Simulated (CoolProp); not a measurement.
Methane along the isobar 829 kPa: density (kg/m³) from the reference equation and from simpler models built on Tc = 190.6 K, pc = 4599 kPa, ω = 0.011; each cubic takes its own stable root.

Values from CoolProp's reference Helmholtz-energy equation of state, Setzmann 1991.

| T (K) | phase | reference |
|---|---|---|
| 110.8 | liquid | 424.3 |
| 142.2 | liquid | 373.1 |
| 173.6 | gas | 10.07 |
| 205.1 | gas | 8.208 |
| 236.5 | gas | 6.985 |
| 267.9 | gas | 6.098 |
| 299.3 | gas | 5.421 |
| 330.7 | gas | 4.883 |
| 362.1 | gas | 4.446 |
| 393.6 | gas | 4.081 |
| 425 | gas | 3.773 |

How far does each simpler model (Soave-Redlich-Kwong, Peng-Robinson) lie from the reference over these 11 states: mean and median of the absolute difference, and the worst?


- Soave-Redlich-Kwong: mean 0.3 %, median 0.1 %, worst -2.9 % at 142.2 K and 829 kPa
- Peng-Robinson: mean 2.4 %, median 0.5 %, worst +12.6 % at 110.8 K and 829 kPa
